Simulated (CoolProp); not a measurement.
Properties of carbonyl sulfide along the isotherm 246.75 °C.

The numbers come from the reference Helmholtz-energy equation of state, Lemmon 2006 in CoolProp. It is a short technical equation, of lower accuracy than the large ones.

```
p (MPa)          phase  density (kg/m³)  cv (kJ/(kg K))  speed of sound (m/s)  expansivity (1/kK)
-------  -------------  ---------------  --------------  --------------------  ------------------
0.101              gas            1.406          0.6844                 293.8               1.936
0.157              gas            2.188          0.6846                 293.6               1.943
0.244              gas            3.407          0.6849                 293.3               1.954
0.38               gas            5.319          0.6854                 292.8               1.972
0.592              gas            8.321          0.6861                 292.1               2.000
0.922              gas            13.04          0.6873                 291.0               2.044
1.44               gas            20.58          0.6892                 289.3               2.116
2.23               gas            32.37          0.6922                 286.8               2.233
3.48               gas            51.80          0.6971                 283.0               2.435
5.42               gas            84.01          0.7049                 277.7               2.792
8.44     supercritical            139.6          0.7175                 271.6               3.449
13.1     supercritical            238.1          0.7352                 270.8               4.532
20.5     supercritical            402.5          0.7505                 302.1               5.028
31.8     supercritical            577.2          0.7550                 397.0               3.557
```
